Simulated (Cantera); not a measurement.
Charge: 1 mol MgO, 5.3 mol C, 0.11 mol H2, held at 28.0 Pa.

Cantera equilibrium calculation (NASA polynomials, part measured and part estimated; ideal gas, pure solids and liquids). Candidate condensed phases: C, C6H6, C7H8, C8H18, H2O, Mg, MgCO3, MgO, Mg(OH)2; 116 gas species. Equilibrium is a limit: real reactors are often held back by kinetics, nucleation or transport. All values below are at 2548 K.

Base state: CO 0.449, Mg 0.449, H 0.0935, C3 0.00369, H2 0.00256, C 0.00114, C2 0.000343, C2H 9.79e-5 (mole fractions); condensed: C(graphite).

Q: What changes in the equilibrium state with this change: MgO replaced by Fe2O3?

A: 
```
species             before     after
----------------  --------  --------
CO                   0.449     0.572
Fe                       0     0.381
H                   0.0935    0.0409
Mg                   0.449         0
H2                 0.00256  0.000490
C2H2 (acetylene)   3.38e-5   6.46e-6
C2H                9.79e-5   4.28e-5
C5                 1.35e-5   1.35e-5
C2                0.000343  0.000343
C(graphite), mol      4.27      2.23
```
Further candidate phases: Fe, Fe(CO)5, FeO, Fe(OH)2, Fe(OH)3, Fe2O3, Fe3O4.
